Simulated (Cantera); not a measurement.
Feed: 1 mol C6H6, 0.0072 mol O2, 16 mol H2, held at 1850 °C and 10.0 Torr.

These are equilibrium values from Cantera (NASA tables, ideal gas, pure condensed phases), not measurements of a reactor. Candidate condensed phases: C, C6H6, C7H8, C8H18, H2O; 110 gas species. The numbers say what is thermodynamically allowed, not how fast it happens.

Base state: H2 0.967, H 0.0306, C2H2 (acetylene) 0.00160, CO 0.000746 (mole fractions); condensed: C(graphite).

What changes in the equilibrium state with this change: O2 from 0.0072 to 0.066 mol?


```json
[
 {"species": "H2", "before": "0.967", "after": "0.961"},
 {"species": "H", "before": "0.0306", "after": "0.0305"},
 {"species": "CO", "before": "0.000746", "after": "0.00679"},
 {"species": "C2H2 (acetylene)", "before": "0.00160", "after": "0.00159"},
 {"species": "C(graphite), mol", "before": "5.92", "after": "5.81"}
]
```
